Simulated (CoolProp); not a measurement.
Vapour pressure (MPa) of CHF3 (R23): the reference equation beside estimates from Tc = 26.1 °C, pc = 4.832 MPa, ω = 0.263.

Values from CoolProp's reference Helmholtz-energy equation of state, Penoncello 2003.

```json
[
 {"T (°C)": "-131.75", "reference": "0.001684", "van der Waals": "0.09054", "Peng-Robinson": "0.001721"},
 {"T (°C)": "-124.65", "reference": "0.003686", "van der Waals": "0.1274", "Peng-Robinson": "___"},
 {"T (°C)": "-117.55", "reference": "0.007427", "van der Waals": "0.1741", "Peng-Robinson": "0.007478"},
 {"T (°C)": "-110.45", "reference": "0.01394", "van der Waals": "0.2317", "Peng-Robinson": "0.01397"},
 {"T (°C)": "-103.35", "reference": "0.02460", "van der Waals": "0.3015", "Peng-Robinson": "0.02459"},
 {"T (°C)": "-96.25", "reference": "0.04119", "van der Waals": "0.3847", "Peng-Robinson": "0.04108"},
 {"T (°C)": "-89.15", "reference": "___", "van der Waals": "0.4824", "Peng-Robinson": "0.06559"},
 {"T (°C)": "-82.05", "reference": "0.1011", "van der Waals": "0.5956", "Peng-Robinson": "0.1007"},
 {"T (°C)": "-75.05", "reference": "0.1492", "van der Waals": "0.7234", "Peng-Robinson": "0.1485"},
 {"T (°C)": "-67.95", "reference": "0.2145", "van der Waals": "0.8705", "Peng-Robinson": "0.2135"},
 {"T (°C)": "-60.85", "reference": "0.3001", "van der Waals": "1.036", "Peng-Robinson": "___"},
 {"T (°C)": "-53.75", "reference": "0.4098", "van der Waals": "1.221", "Peng-Robinson": "0.4087"},
 {"T (°C)": "-46.65", "reference": "0.5478", "van der Waals": "1.425", "Peng-Robinson": "0.5470"},
 {"T (°C)": "-39.55", "reference": "0.7184", "van der Waals": "1.651", "Peng-Robinson": "0.7183"},
 {"T (°C)": "-32.45", "reference": "0.9262", "van der Waals": "1.898", "Peng-Robinson": "0.9275"}
]
```

Q: What belongs in the gaps?

A: 
- -124.65, Peng-Robinson: 0.003735
- -89.15, reference: 0.06585
- -60.85, Peng-Robinson: 0.2990

Absolute difference from the reference over all 15 rows, mean and median: van der Waals 1136.6 and 489.1 %, Peng-Robinson 0.5 and 0.4 %.
